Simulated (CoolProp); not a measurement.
Vapour-liquid equilibrium of n-heptane (1) + m-xylene (2) at 19.2 kPa; x and y are mole fractions of (1).

Model: multi-fluid Helmholtz-energy mixture model, Span 2003 and Zhou 2012; pair parameters Bell 2016, in CoolProp.

| x | bubble temperature (°C) | y at the bubble point | dew temperature at overall composition x (°C) | liquid density (mol/L) |
|---|---|---|---|---|
| 0.05 | 81.5 | 0.204 | 85.2 | 7.553 |
| 0.15 | 74.4 | 0.456 | 82.9 | 7.466 |
| 0.25 | 69.3 | 0.603 | 80.3 | 7.366 |
| 0.35 | 65.4 | 0.701 | 77.6 | 7.259 |
| 0.45 | 62.3 | 0.773 | 74.6 | 7.150 |
| 0.55 | 59.6 | 0.829 | 71.2 | 7.041 |
| 0.65 | 57.2 | 0.876 | 67.5 | 6.932 |
| 0.75 | 55.1 | 0.916 | 63.3 | 6.824 |
| 0.85 | 53.1 | 0.952 | 58.5 | 6.719 |
| 0.95 | 51.3 | 0.985 | 53.3 | 6.615 |

No azeotrope shows between x = 0.05 and 0.95.

Pair parameters are fitted to limited data, so mixtures are less certain than the pure fluids.
